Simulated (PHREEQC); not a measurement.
Solution (20 °C): 5.1 mol/kgw NaCl and 0.71 mol/kgw KCl. Closed to the air; pH follows from the charge balance.

Model: Pitzer model, pitzer.dat, run in PHREEQC.

No solid was allowed to form.

What activity of water, density, osmotic coefficient does the model give?

activity of water 0.776; density 1.194 g/cm³; osmotic coefficient 1.214.

Species that the database lacks are ignored.
